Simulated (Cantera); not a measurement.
A perfectly stirred reactor is fed with 10.2 % NH3, 89.8 % N2, at 1.00 bar; it is held at 2075 K, and followed from long to short residence time.

Model: the gas-phase N/H chemistry of the illustrative SiF4/NH3 mechanism in the Surface Chemkin manual (1991), integrated in Cantera. Walls and surfaces, which speed up NH3 decomposition in real reactors, are not modelled.

x: mole fraction; the columns are a selection and need not sum to one.

| τ (s) | x NH3 | x N2 | x N | x N2H4 | x H2 |
|---|---|---|---|---|---|
| 0.32 | 0.00633 | 0.863 | 1.32e-6 | 8.78e-10 | 0.130 |
| 0.17 | 0.0110 | 0.865 | 1.37e-6 | 1.93e-9 | 0.124 |
| 0.094 | 0.0179 | 0.867 | 1.41e-6 | 3.86e-9 | 0.114 |
| 0.051 | 0.0283 | 0.871 | 1.41e-6 | 7.42e-9 | 0.100 |
| 0.028 | 0.0414 | 0.876 | 1.36e-6 | 1.30e-8 | 0.0822 |
| 0.015 | 0.0568 | 0.882 | 1.26e-6 | 2.10e-8 | 0.0613 |
| 0.0081 | 0.0711 | 0.887 | (withheld) | 3.09e-8 | 0.0418 |
| 0.0044 | 0.0824 | 0.891 | (withheld) | 4.20e-8 | 0.0263 |
| 0.0024 | 0.0903 | 0.894 | (withheld) | 5.38e-8 | 0.0156 |
| 0.0013 | 0.0953 | 0.895 | (withheld) | 6.51e-8 | 0.00868 |
| 0.00070 | 0.0983 | 0.897 | (withheld) | 7.21e-8 | 0.00457 |

**Question.** Complete the blanks.

**Answer.** 
- 0.0081, x N: 1.08e-6
- 0.0044, x N: 8.30e-7
- 0.0024, x N: 5.60e-7
- 0.0013, x N: 3.27e-7
- 0.00070, x N: 1.71e-7
